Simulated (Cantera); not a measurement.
An adiabatic, constant-pressure homogeneous reactor starts with C2H4 : O2 : N2 : H2O = 1 : 2 : 7.52 : 0.58 (molar parts), equivalence ratio 1.5, at 1125 K and 1.01 bar. Integrator tolerance rtol = 1e-08.

Cantera simulation using GRI-Mech 3.0 (53 species, 325 reactions); the numbers are that mechanism's predictions, not measurements. GRI-Mech 3.0 was tuned for natural gas; its chemistry of ethylene as a main component is partial and can be far from experiment.

What does this change do: pressure from 1.01 bar to 28.0 bar?


```json
[
 {"quantity": "time of steepest temperature rise", "before": "3.82 ms", "after": "1.11 ms"},
 {"quantity": "temperature at 0.400 s", "before": "2629 K", "after": "2730 K"},
 {"quantity": "equilibrium temperature", "before": "2629 K", "after": "2730 K"},
 {"quantity": "x(C2H4) at 0.400 s", "before": "<1e-12 (gas-phase equilibrium <1e-12)", "after": "<1e-12 (gas-phase equilibrium <1e-12)"},
 {"quantity": "x(O2) at 0.400 s", "before": "0.000944 (gas-phase equilibrium 0.000944)", "after": "9.23e-5 (gas-phase equilibrium 9.23e-5)"},
 {"quantity": "x(H2O) at 0.400 s", "before": "0.150 (gas-phase equilibrium 0.150)", "after": "0.158 (gas-phase equilibrium 0.158)"},
 {"quantity": "x(CO2) at 0.400 s", "before": "0.0497 (gas-phase equilibrium 0.0497)", "after": "0.0512 (gas-phase equilibrium 0.0512)"},
 {"quantity": "x(H2) at 0.400 s", "before": "0.0525 (gas-phase equilibrium 0.0525)", "after": "0.0518 (gas-phase equilibrium 0.0518)"}
]
```
The pressure lies above the range GRI-Mech 3.0 was tuned for (to about 10 atm).

What does this change do: N2 7.52 to 12 parts?


| quantity | before | after |
|---|---|---|
| time of steepest temperature rise | 3.82 ms | 4.32 ms |
| temperature at 0.400 s | 2629 K | 2346 K |
| equilibrium temperature | 2629 K | 2346 K |
| x(C2H4) at 0.400 s | <1e-12 (gas-phase equilibrium <1e-12) | <1e-12 (gas-phase equilibrium <1e-12) |
| x(O2) at 0.400 s | 0.000944 (gas-phase equilibrium 0.000944) | 5.86e-5 (gas-phase equilibrium 5.86e-5) |
| x(H2O) at 0.400 s | 0.150 (gas-phase equilibrium 0.150) | 0.114 (gas-phase equilibrium 0.114) |
| x(CO2) at 0.400 s | 0.0497 (gas-phase equilibrium 0.0497) | 0.0400 (gas-phase equilibrium 0.0400) |
| x(H2) at 0.400 s | 0.0525 (gas-phase equilibrium 0.0525) | 0.0398 (gas-phase equilibrium 0.0398) |
